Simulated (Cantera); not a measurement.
Charge: 1 mol MgO, 0.67 mol I₂, 0.57 mol H₂, 0.53 mol H₂O, equilibrated at 330 Torr.

Cantera equilibrium calculation (NASA polynomials, part measured and part estimated; ideal gas, pure solids and liquids). Candidate condensed phases: H₂O, I₂, Mg, MgI₂, MgO, Mg(OH)₂; 20 gas species. Equilibrium is a limit: real reactors are often held back by kinetics, nucleation or transport. All values below are at 1523 K.

Base state: I 0.329, H₂O 0.253, HI 0.247, H₂ 0.143, I₂ 0.0260, MgI₂ 0.00270, H 1.32e-5 (mole fractions); condensed: MgO(s).

Question: What changes in the equilibrium state with this change: pressure from 330 Torr to 1650 Torr?

Answer: 
```tsv
species	before	after
HI	0.247	0.331
H₂O	0.253	0.271
I	0.329	0.219
I₂	0.0260	0.0576
H₂	0.143	0.117
MgI₂	0.00270	0.00455
H	1.32e-5	5.32e-6
MgO(s), mol	0.994	0.991
```
